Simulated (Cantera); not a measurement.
Source: NASA polynomial tables (part measured, part estimated), evaluated in Cantera. Values are per mole of reaction as written; species without (g) are pure solids or liquids, kept so even where they would boil at 1 bar.

Q: Between 1175 and 1575 K, where is each reaction favourable under standard conditions?
- 2 NO(g) ⇌ N₂(g) + O₂(g)
- 6 NO(g) ⇌ 3 N₂(g) + 2 O₃(g)

A: 
- 2 NO(g) ⇌ N₂(g) + O₂(g): ΔG° is -153 kJ at 1175 K and -143 kJ at 1575 K; it stays negative (K > 1). ΔH° is -183 kJ and ΔS° -25 J/K at 1575 K.
- 6 NO(g) ⇌ 3 N₂(g) + 2 O₃(g): ΔG° is -14 kJ at 1175 K and 70 kJ at 1575 K; it changes sign between 1175 and 1275 K. ΔH° is -260 kJ and ΔS° -209 J/K at 1575 K.
